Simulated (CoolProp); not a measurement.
Vapour-liquid equilibrium of ethanol (1) + ethylbenzene (2) at 0.0354 MPa; x and y are mole fractions of (1).

Computed with CoolProp (multi-fluid Helmholtz-energy mixture model, Schroeder 2014 and Zhou 2012; pair parameters Bell 2016).

**Question.** Give the bubble temperature and the first vapour's composition at x = 0.05, 0.45, 0.65. Is there an azeotrope?

**Answer.** x = 0.05: 348.6 K, y = 0.615; x = 0.45: 328.3 K, y = 0.859; x = 0.65: 328.1 K, y = 0.863. No azeotrope shows between x = 0.05 and 0.95.

Pair parameters are fitted to limited data, so mixtures are less certain than the pure fluids. With so large a gap from Raoult's law the liquid may split in two, which this calculation doesn't test in full.
